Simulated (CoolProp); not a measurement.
Isohexane at 298.15 K and 0.0228 MPa is throttled through a valve to 0.00825 MPa with no heat exchange. Each further row changes one setting.

Computed with CoolProp (reference Helmholtz-energy equation of state, Lemmon 2006). It is a short technical equation, of lower accuracy than the large ones.

```tsv
case	temperature change (K)	final density (kg/m³)
as stated	-0.7	0.289
outlet pressure 0.00248 MPa	-0.9	0.0866
outlet pressure 0.0107 MPa	-0.5	0.375
```
